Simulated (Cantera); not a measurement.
Feed: 1 mol SiH₄, 0.15 mol C₃H₈, 7.4 mol H₂, equilibrated at 90.0 mbar.

Method: chemical equilibrium by Gibbs-energy minimisation in Cantera with the NASA 1993 tables (ideal gas, pure condensed phases). Candidate condensed phases: C, C₆H₆, C₇H₈, C₈H₁₈, Si, SiC; 87 gas species. Mutual solubility and eutectic melting of coexisting phases are not modelled. Gases not in the tables: Si₂H₆ and higher silanes. Equilibrium is a limit: real reactors are often held back by kinetics, nucleation or transport.

Task: Which condensed phases are stable at each of these points (T (°C)): 1277, 1327, 1377, 1427, 1477, 1527, 1577, 1627, 1677, 1727, 1777, 1827, 1877?

Result: 
```csv
T (°C),condensed phases,Si condensed (%)
1277,Si(s) + SiC(s),100.0
1327,Si(s) + SiC(s),100.0
1377,Si(s) + SiC(s),100.0
1427,Si(l) + SiC(s),100.0
1477,Si(l) + SiC(s),100.0
1527,Si(l) + SiC(s),99.9
1577,Si(l) + SiC(s),99.9
1627,Si(l) + SiC(s),99.8
1677,Si(l) + SiC(s),99.6
1727,Si(l) + SiC(s),99.3
1777,Si(l) + SiC(s),98.8
1827,Si(l) + SiC(s),97.9
1877,Si(l) + SiC(s),96.5
```

From 1277 °C to 1377 °C the condensed part is Si(s) + SiC(s). From 1427 °C to 1877 °C the condensed part is Si(l) + SiC(s).
